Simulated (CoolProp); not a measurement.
Neopentane along the isotherm 276.85 °C: density (kg/m³) from the reference equation and from simpler models built on Tc = 160.6 °C, pc = 3196 kPa, ω = 0.196; each cubic takes its own stable root.

Computed with CoolProp (reference Helmholtz-energy equation of state, Lemmon 2006). It is a short technical equation, of lower accuracy than the large ones.

| p (kPa) | phase | reference | ideal gas | Soave-Redlich-Kwong |
|---|---|---|---|---|
| 666 | gas | 10.86 | 10.51 | 10.84 |
| 1330 | gas | 22.45 | 20.98 | 22.36 |
| 2000 | gas | 35.01 | 31.55 | 34.78 |
| 2660 | gas | 48.36 | 41.97 | 47.86 |
| 3330 | supercritical | 63.00 | 52.54 | 62.06 |
| 4000 | supercritical | 78.84 | 63.11 | 77.21 |
| 4660 | supercritical | 95.67 | 73.52 | 93.03 |
| 5330 | supercritical | 114.0 | 84.09 | 109.9 |
| 5990 | supercritical | 133.1 | 94.51 | 127.1 |
| 6660 | supercritical | 153.2 | 105.1 | 144.8 |
| 7320 | supercritical | 173.4 | 115.5 | 162.2 |
| 7990 | supercritical | 193.6 | 126.1 | 179.3 |
